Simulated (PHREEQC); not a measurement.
A column of 0.2 m (30 cells, dispersivity 0.007 m, 720 s a shift, diffusion coefficient 3e-10 m²/s) holds 0.0037 eq of the database's cation exchanger X per kg of pore water, first in equilibrium with 0.015 mol ZnSO4, 0.007 mol CdCl2 and 1e-05 mol HCl per kg of water. It is flushed with 0.0014 mol Na2SO4, 0.0021 mol KBr and 1e-05 mol HCl per kg of water, at 40 °C. Values are for the last cell. CO2 from the air is kept out. Nothing may precipitate in this run.

The numbers come from PHREEQC with the ion-association model, phreeqc.dat.

```json
[
 {"pore volumes": "0", "Na in solution (mol/kgw)": "0", "Br in solution (mol/kgw)": "0", "K in solution (mol/kgw)": "0", "Cl in solution (mol/kgw)": "0.0140", "Cd in solution (mol/kgw)": "0.00700", "KX on the exchanger (mol/kgw)": "0", "CdX2 on the exchanger (mol/kgw)": "0.000461"},
 {"pore volumes": "0.2833", "Na in solution (mol/kgw)": "1.37e-10", "Br in solution (mol/kgw)": "1.38e-10", "K in solution (mol/kgw)": "3.75e-11", "Cl in solution (mol/kgw)": "0.0140", "Cd in solution (mol/kgw)": "0.00700", "KX on the exchanger (mol/kgw)": "2.13e-12", "CdX2 on the exchanger (mol/kgw)": "0.000461"},
 {"pore volumes": "0.6833", "Na in solution (mol/kgw)": "0.000236", "Br in solution (mol/kgw)": "0.000197", "K in solution (mol/kgw)": "0.000121", "Cl in solution (mol/kgw)": "0.0127", "Cd in solution (mol/kgw)": "0.00634", "KX on the exchanger (mol/kgw)": "7.16e-6", "CdX2 on the exchanger (mol/kgw)": "0.000461"},
 {"pore volumes": "0.95", "Na in solution (mol/kgw)": "0.00122", "Br in solution (mol/kgw)": "0.000999", "K in solution (mol/kgw)": "0.000664", "Cl in solution (mol/kgw)": "0.00735", "Cd in solution (mol/kgw)": "0.00368", "KX on the exchanger (mol/kgw)": "4.95e-5", "CdX2 on the exchanger (mol/kgw)": "0.000464"},
 {"pore volumes": "1.217", "Na in solution (mol/kgw)": "0.00206", "Br in solution (mol/kgw)": "0.00170", "K in solution (mol/kgw)": "0.00111", "Cl in solution (mol/kgw)": "0.00269", "Cd in solution (mol/kgw)": "0.00141", "KX on the exchanger (mol/kgw)": "0.000126", "CdX2 on the exchanger (mol/kgw)": "0.000460"},
 {"pore volumes": "1.617", "Na in solution (mol/kgw)": "0.00249", "Br in solution (mol/kgw)": "0.00205", "K in solution (mol/kgw)": "0.00132", "Cl in solution (mol/kgw)": "0.000361", "Cd in solution (mol/kgw)": "0.000312", "KX on the exchanger (mol/kgw)": "0.000292", "CdX2 on the exchanger (mol/kgw)": "0.000431"},
 {"pore volumes": "1.883", "Na in solution (mol/kgw)": "0.00258", "Br in solution (mol/kgw)": "0.00209", "K in solution (mol/kgw)": "0.00143", "Cl in solution (mol/kgw)": "8.43e-5", "Cd in solution (mol/kgw)": "0.000163", "KX on the exchanger (mol/kgw)": "0.000421", "CdX2 on the exchanger (mol/kgw)": "0.000405"},
 {"pore volumes": "2.15", "Na in solution (mol/kgw)": "0.00265", "Br in solution (mol/kgw)": "0.00210", "K in solution (mol/kgw)": "0.00155", "Cl in solution (mol/kgw)": "2.43e-5", "Cd in solution (mol/kgw)": "0.000110", "KX on the exchanger (mol/kgw)": "0.000541", "CdX2 on the exchanger (mol/kgw)": "0.000382"},
 {"pore volumes": "2.417", "Na in solution (mol/kgw)": "0.00268", "Br in solution (mol/kgw)": "0.00210", "K in solution (mol/kgw)": "0.00166", "Cl in solution (mol/kgw)": "1.26e-5", "Cd in solution (mol/kgw)": "8.36e-5", "KX on the exchanger (mol/kgw)": "0.000644", "CdX2 on the exchanger (mol/kgw)": "0.000363"},
 {"pore volumes": "2.817", "Na in solution (mol/kgw)": "0.00271", "Br in solution (mol/kgw)": "0.00210", "K in solution (mol/kgw)": "0.00176", "Cl in solution (mol/kgw)": "1.02e-5", "Cd in solution (mol/kgw)": "6.19e-5", "KX on the exchanger (mol/kgw)": "0.000771", "CdX2 on the exchanger (mol/kgw)": "0.000340"},
 {"pore volumes": "3.083", "Na in solution (mol/kgw)": "0.00272", "Br in solution (mol/kgw)": "0.00210", "K in solution (mol/kgw)": "0.00181", "Cl in solution (mol/kgw)": "1.00e-5", "Cd in solution (mol/kgw)": "5.28e-5", "KX on the exchanger (mol/kgw)": "0.000842", "CdX2 on the exchanger (mol/kgw)": "0.000327"},
 {"pore volumes": "3.35", "Na in solution (mol/kgw)": "0.00273", "Br in solution (mol/kgw)": "0.00210", "K in solution (mol/kgw)": "0.00185", "Cl in solution (mol/kgw)": "1.00e-5", "Cd in solution (mol/kgw)": "4.60e-5", "KX on the exchanger (mol/kgw)": "0.000904", "CdX2 on the exchanger (mol/kgw)": "0.000315"},
 {"pore volumes": "3.75", "Na in solution (mol/kgw)": "0.00274", "Br in solution (mol/kgw)": "0.00210", "K in solution (mol/kgw)": "0.00189", "Cl in solution (mol/kgw)": "1.00e-5", "Cd in solution (mol/kgw)": "3.86e-5", "KX on the exchanger (mol/kgw)": "0.000984", "CdX2 on the exchanger (mol/kgw)": "0.000301"},
 {"pore volumes": "4.017", "Na in solution (mol/kgw)": "0.00275", "Br in solution (mol/kgw)": "0.00210", "K in solution (mol/kgw)": "0.00191", "Cl in solution (mol/kgw)": "1.00e-5", "Cd in solution (mol/kgw)": "3.48e-5", "KX on the exchanger (mol/kgw)": "0.00103", "CdX2 on the exchanger (mol/kgw)": "0.000292"}
]
```

Away from 25 °C the constants follow the database's enthalpies or fits; those with neither stay at their 25 °C values.
